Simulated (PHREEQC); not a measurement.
Consider water at 25 °C with 0.0053 mol HF, 0.013 mol NH4HF2 and 0.27 mol HCl per kg of water. Closed to the air; pH follows from the charge balance.

All values are PHREEQC results (ion-association model, wateq4f.dat), not measurements.

**Question.** The ionic strength comes out as 0.270 mol/kgw. What activity coefficients do NH4+, Cl-, HF2-, H+, F- get?

**Answer.** NH4+ 0.74, Cl- 0.69, HF2- 0.68, H+ 0.79, F- 0.68.

This is a speciation only: nothing precipitates in the calculation. wateq4f.dat counts part of the HF as a dimer, H2F2, which phreeqc.dat doesn't know; its constant is uncertain.
